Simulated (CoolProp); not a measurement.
Saturation properties of R365MFC.

Model: reference Helmholtz-energy equation of state, Lemmon 2016, in CoolProp.

| T (°C) | p (kPa) | vapour density (kg/m³) | enthalpy of vaporisation (kJ/kg) |
|---|---|---|---|
| 25.25 | 57.34 | 3.530 | 195.2 |
| 34.05 | ___ | 4.875 | 191.1 |
| 42.95 | 111.8 | 6.622 | 186.8 |
| 51.85 | 151.4 | 8.832 | 182.4 |
| 60.65 | 200.6 | 11.56 | 177.8 |
| 69.55 | 262.1 | 14.96 | 172.9 |
| 78.45 | 337.2 | 19.11 | 167.7 |
| 87.25 | 426.7 | 24.10 | 162.3 |
| 96.15 | 534.5 | 30.19 | 156.6 |
| 105.05 | 661.8 | ___ | ___ |
| 113.85 | 809.2 | 46.28 | 144.1 |
| 122.75 | 982.3 | 56.95 | ___ |
| 131.65 | 1182 | 69.93 | 129.5 |
| 140.45 | 1410 | 85.67 | 121.1 |

**Question.** What belongs in the gaps?

**Answer.** 
- 34.05, p (kPa): 80.82
- 105.05, vapour density (kg/m³): 37.54
- 105.05, enthalpy of vaporisation (kJ/kg): 150.5
- 122.75, enthalpy of vaporisation (kJ/kg): 137.1

It boils at 40.2 °C under 1 atm.
